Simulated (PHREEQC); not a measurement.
A solution holds 0.0047 mol CuCl2 and 0.00024 mol HBF4 per kg of water, at 9.8 °C. Closed to the air; pH follows from the charge balance.

All values are PHREEQC results (ion-association model, wateq4f.dat), not measurements.

Task: The ionic strength comes out as 0.0146 mol/kgw. What activity coefficients do BF2(OH)2-, F-, CuCl+, Cl-, Cu+2 get?

Result: BF2(OH)2- 0.88, F- 0.89, CuCl+ 0.89, Cl- 0.89, Cu+2 0.64.

No solid was allowed to form. Species that the database lacks are ignored. Away from 25 °C the constants follow the database's enthalpies or fits; those with neither stay at their 25 °C values. Real BF4- forms and hydrolyses slowly; the run takes it at equilibrium.
